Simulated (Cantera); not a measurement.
Input: 1 mol Si, 0.81 mol Cl2, 5.4 mol H2, held at 823.15 K and 17000 Pa.

Cantera equilibrium calculation (NASA polynomials, part measured and part estimated; ideal gas, pure solids and liquids). Candidate condensed phases: Si; 19 gas species. The tables' values for SiCl3 are old estimates; treat these amounts as uncertain. The numbers say what is thermodynamically allowed, not how fast it happens.

Base state: H2 0.922, SiCl4 0.0515, SiHCl3 0.0234, HCl 0.00246, SiH2Cl2 0.000892, SiCl3 6.44e-5 (mole fractions); condensed: Si(s).

What changes in the equilibrium state with this change: temperature from 823.15 K to 723.15 K?


```
species       before     after
----------  --------  --------
H2             0.922     0.923
SiCl4         0.0515    0.0513
SiHCl3        0.0234    0.0244
HCl          0.00246  0.000581
SiCl3        6.44e-5   7.68e-6
SiH2Cl2     0.000892  0.000806
Si(s), mol     0.562     0.558
```
